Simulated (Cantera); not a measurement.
A closed system holds: 1 mol C2H5OH, 0.024 mol NH3, 3.1 mol N2, equilibrated at 2700 °C and 3500000 Pa.

Method: chemical equilibrium by Gibbs-energy minimisation in Cantera with the NASA 1993 tables (ideal gas, pure condensed phases). Candidate condensed phases: C, C6H6, C7H8, C8H18, H2O; 136 gas species. The ideal-gas law is rough above about 30 bar. Rates play no part.

Base state: N2 0.390, H2 0.351, CO 0.139, HCN 0.0706, C2H2 (acetylene) 0.0202, H 0.0145, HNC 0.0130, C4H2 0.000484 (mole fractions); condensed: C(graphite).

### Question
What changes in the equilibrium state with this change: C2H5OH replaced by C6H6?

### Answer
```csv
species,before,after
N2,0.390,0.453
H2,0.351,0.408
HCN,0.0706,0.0820
CO,0.139,0
C2H2 (acetylene),0.0202,0.0235
HNC,0.0130,0.0152
H,0.0145,0.0157
H2O,1.57e-5,0
CH4,0.000345,0.000467
"C(graphite), mol",0.0772,5.08
```
